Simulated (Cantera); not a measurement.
# Thermodynamics of tantalum, niobium, vanadium and zirconium in process gases, feed Nb + H₂O

A closed system holds: 1 mol Nb, 9.2 mol H₂O, held at 2.20 bar.

Method: chemical equilibrium by Gibbs-energy minimisation in Cantera with the NASA 1993 tables (ideal gas, pure condensed phases). Candidate condensed phases: H₂O, Nb, NbO, NbO₂, Nb₂O₅; 12 gas species. Condensed phases not in the tables: the oxides between NbO₂ and Nb₂O₅. Equilibrium is a limit: real reactors are often held back by kinetics, nucleation or transport.

From 1827 °C to 2327 °C the condensed part is Nb₂O₅(l). The main Nb-bearing gas is NbO₂ throughout.

```csv
T (°C),log p H₂O,log p H₂,log p H,log p OH,log p NbO₂,log p O₂,log p O,n Nb₂O₅(l)
1827,0.20,-0.22,-2.62,-3.11,-5.30,-5.60,-5.66,0.500
1877,0.20,-0.22,-2.49,-2.95,-5.00,-5.31,-5.36,0.500
1927,0.20,-0.22,-2.36,-2.79,-4.72,-5.03,-5.08,0.500
1977,0.20,-0.23,-2.24,-2.64,-4.44,-4.76,-4.81,0.500
2027,0.20,-0.23,-2.13,-2.49,-4.19,-4.51,-4.56,0.500
2077,0.20,-0.23,-2.02,-2.35,-3.94,-4.27,-4.31,0.500
2127,0.20,-0.23,-1.91,-2.22,-3.70,-4.03,-4.08,0.500
2177,0.20,-0.23,-1.81,-2.09,-3.48,-3.81,-3.85,0.499
2227,0.20,-0.23,-1.71,-1.97,-3.27,-3.60,-3.64,0.499
2277,0.20,-0.23,-1.62,-1.85,-3.06,-3.39,-3.43,0.498
2327,0.19,-0.23,-1.53,-1.74,-2.87,-3.19,-3.23,0.497
```
log p: log10 of the partial pressure in bar; n: condensed amount in mol.
